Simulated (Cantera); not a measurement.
**TiCl₄ + C₃H₈ + CH₄ (titanium nitride, carbide and oxide coatings)**

Charge: 1 mol TiCl₄, 0.89 mol C₃H₈, 0.75 mol CH₄, equilibrated at 0.173 Torr.

These are equilibrium values from Cantera (NASA tables, ideal gas, pure condensed phases), not measurements of a reactor. Candidate condensed phases: C, C₆H₆, C₇H₈, C₈H₁₈, Ti, TiC, TiCl₂, TiCl₃, TiCl₄; 96 gas species. The tables' values for TiCl₂ are old estimates; treat these amounts as uncertain. TiC: taken at fixed stoichiometry. Kinetics and transport are ignored.

From 1000 K to 2200 K the condensed part is C(graphite) + TiC(s). The share of Ti in condensed phases is highest at 1750 K (98.6 %) and lowest at 1000 K (61.5 %).

| T (K) | x H₂ | x HCl | x H | x Cl | x TiCl₄ | x TiCl₃ | n C(graphite) | n TiC(s) |
|---|---|---|---|---|---|---|---|---|
| 1000 | 0.564 | 0.378 | 1.12e-7 | 7.02e-8 | 0.0453 | 0.0121 | 2.81 | 0.615 |
| 1150 | 0.475 | 0.504 | 3.39e-6 | 3.17e-6 | 0.00878 | 0.0118 | 2.56 | 0.857 |
| 1300 | 0.448 | 0.544 | 4.88e-5 | 5.00e-5 | 0.00122 | 0.00674 | 2.48 | 0.944 |
| 1450 | 0.440 | 0.555 | 0.000414 | 0.000425 | 0.000207 | 0.00370 | 2.45 | 0.972 |
| 1600 | 0.437 | 0.556 | 0.00237 | 0.00239 | 4.60e-5 | 0.00216 | 2.44 | 0.982 |
| 1750 | 0.432 | 0.546 | 0.0101 | 0.00983 | 1.24e-5 | 0.00131 | 2.43 | 0.986 |
| 1900 | 0.420 | 0.512 | 0.0339 | 0.0312 | 3.50e-6 | 0.000764 | 2.43 | 0.985 |
| 2050 | 0.390 | 0.436 | 0.0935 | 0.0773 | 8.64e-7 | 0.000377 | 2.43 | 0.983 |
| 2200 | 0.325 | 0.312 | 0.212 | 0.148 | 1.49e-7 | 0.000136 | 2.43 | 0.977 |
x: gas mole fraction; n: condensed amount in mol.
